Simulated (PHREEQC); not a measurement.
PHREEQC input (Pitzer model, pitzer.dat):

```
SOLUTION 1
  temp 35
  units mol/kgw
  pH 7 charge
  Cl 0.67
  S(6) 0.078
  Na 0.156
  Si 0.00018
SOLUTION 2
  temp 35
  units mol/kgw
  pH 7 charge
  Cl 0.0111
  Mg 0.0029
  S(6) 0.0023
  Na 0.0046
  K 0.0053
END
SELECTED_OUTPUT 1
  -reset false
  -pH true
  -pe true
  -ionic_strength true
  -water true
  -totals Cl K Mg Na S Si
  -molalities H+ Na+ K+ Mg+2 Cl- SO4-2 H4SiO4 OH- HSO4- MgOH+
    H3SiO4- H2SiO4-2
  -equilibrium_phases Arcanite Bischofite Bloedite Brucite Carnallite Epsomite Glaserite Halite Hexahydrite Kainite
    Kieserite Leonite Mirabilite Misenite Schoenite SiO2(a) Sylvite Thenardite MgCl2_4H2O
PRINT
  -reset false
MIX 1
  1 1
  2 0
EQUILIBRIUM_PHASES 1
  Arcanite 0 0
  Bischofite 0 0
  Bloedite 0 0
  Brucite 0 0
  Carnallite 0 0
  Epsomite 0 0
  Glaserite 0 0
  Halite 0 0
  Hexahydrite 0 0
  Kainite 0 0
  Kieserite 0 0
  Leonite 0 0
  Mirabilite 0 0
  Misenite 0 0
  Schoenite 0 0
  SiO2(a) 0 0
  Sylvite 0 0
  Thenardite 0 0
  MgCl2_4H2O 0 0
END
# ... the last block is repeated for the other 10 points of share of solution B
```

Selected output (columns that matter, 11 of 11 rows; share of solution B added in front):

```
share of solution B	pH	mu	Cl	K	Mg	Na	S	Si	m_H+	m_Na+	m_K+	m_Mg+2	m_Cl-	m_SO4-2
0	0.25205	0.77724	0.67	0	0	0.156	0.078	0.00018	0.60662	0.156	0	0	0.67	0.014618
0.1	0.30948	0.70132	0.60411	0.00053	0.00029	0.14086	0.07043	0.000162	0.54581	0.14086	0.00053	0.00029	0.60411	0.013245
0.2	0.37178	0.62544	0.53822	0.00106	0.00058	0.12572	0.06286	0.000144	0.48503	0.12572	0.00106	0.00058	0.53822	0.011892
0.3	0.44027	0.54961	0.47233	0.00159	0.00087	0.11058	0.05529	0.000126	0.42427	0.11058	0.00159	0.00087	0.47233	0.010562
0.4	0.5169	0.47383	0.40644	0.00212	0.00116	0.09544	0.04772	0.000108	0.36354	0.09544	0.00212	0.00116	0.40644	0.0092571
0.5	0.60472	0.39811	0.34055	0.00265	0.00145	0.0803	0.04015	9e-05	0.30283	0.0803	0.00265	0.00145	0.34055	0.0079792
0.6	0.70883	0.32244	0.27466	0.00318	0.00174	0.06516	0.03258	7.2e-05	0.24215	0.06516	0.00318	0.00174	0.27466	0.0067294
0.7	0.83883	0.24682	0.20877	0.00371	0.00203	0.05002	0.02501	5.4e-05	0.1815	0.05002	0.00371	0.00203	0.20877	0.0055076
0.8	1.0165	0.17126	0.14288	0.00424	0.00232	0.03488	0.01744	3.6e-05	0.12087	0.03488	0.00424	0.00232	0.14288	0.0043121
0.9	1.3126	0.095755	0.07699	0.00477	0.00261	0.01974	0.00987	1.8e-05	0.060272	0.01974	0.00477	0.00261	0.07699	0.0031424
1	6.8168	0.0209	0.0111	0.0053	0.0029	0.0046	0.0023	0	1.7587e-07	0.0046	0.0053	0.0029	0.0111	0.0023
```
